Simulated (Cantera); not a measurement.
A closed system holds: 1 mol Ta, 10 mol N₂O, 34 mol N₂, at 10.0 mbar.

These are equilibrium values from Cantera (NASA tables, ideal gas, pure condensed phases), not measurements of a reactor. Candidate condensed phases: Ta, Ta₂O₅; 12 gas species. Kinetics and transport are ignored. All values below are at 2300 °C.

Base state: N₂ 0.886, O₂ 0.0485, O 0.0453, NO 0.0133, TaO₂ 0.00707 (mole fractions); condensed: Ta₂O₅(l).

**Question.** What changes in the equilibrium state with this change: 0.023 mol CH₄ added?

**Answer.** 
```
species         before     after
-------------  -------  --------
N₂               0.886     0.884
O₂              0.0485    0.0480
O               0.0453    0.0450
H                    0   0.00113
OH                   0  0.000660
NO              0.0133    0.0132
TaO₂           0.00707   0.00709
CO                   0  0.000331
CO₂                  0  0.000135
H₂O                  0   2.80e-5
H₂                   0   1.07e-5
Ta₂O₅(l), mol    0.326     0.325
```
Further candidate phases: C, C₆H₆, C₇H₈, C₈H₁₈, H₂O, TaC.
